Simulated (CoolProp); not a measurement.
Computed with CoolProp (reference Helmholtz-energy equation of state, Gao 2022).

Q: For n-perfluorobutane, give the phase and the density (kg/m³), cp (kJ/(kg K)), cv (kJ/(kg K)), Joule-Thomson coefficient (K/MPa) at 281.3 K and 5360 kPa.

A: 
- 281.3 K and 5360 kPa: liquid; density 1590, cp 1.10, cv 0.867, Joule-Thomson coefficient -0.234
